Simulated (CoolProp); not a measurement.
m-xylene along the isobar 822 kPa: Z from the reference equation and from simpler models built on Tc = 343.7 °C, pc = 3535 kPa, ω = 0.326; each cubic takes its own stable root.

Computed with CoolProp (reference Helmholtz-energy equation of state, Zhou 2012).

| T (°C) | phase | reference | van der Waals | Redlich-Kwong | Soave-Redlich-Kwong | Peng-Robinson |
|---|---|---|---|---|---|---|
| 8.95 | liquid | 0.04256 | 0.07561 | 0.05089 | 0.04969 | 0.04426 |
| 23.55 | liquid | 0.04105 | 0.07277 | 0.04904 | 0.04777 | 0.04251 |
| 38.15 | liquid | 0.03971 | 0.07026 | 0.04741 | 0.04606 | 0.04097 |
| 52.75 | liquid | 0.03850 | 0.06801 | 0.04597 | 0.04455 | 0.03959 |
| 67.35 | liquid | 0.03743 | 0.06602 | 0.04470 | 0.04321 | 0.03837 |
| 81.95 | liquid | 0.03647 | 0.06425 | 0.04359 | 0.04203 | 0.03730 |
| 96.55 | liquid | 0.03562 | 0.06269 | 0.04263 | 0.04099 | 0.03635 |
| 111.05 | liquid | 0.03487 | 0.06133 | 0.04181 | 0.04009 | 0.03552 |
| 125.65 | liquid | 0.03420 | 0.06014 | 0.04111 | 0.03931 | 0.03481 |
| 140.25 | liquid | 0.03361 | 0.05913 | 0.04054 | 0.03866 | 0.03420 |
| 154.85 | liquid | 0.03311 | 0.05830 | 0.04010 | 0.03813 | 0.03371 |
| 169.45 | liquid | 0.03270 | 0.05766 | 0.03979 | 0.03773 | 0.03333 |
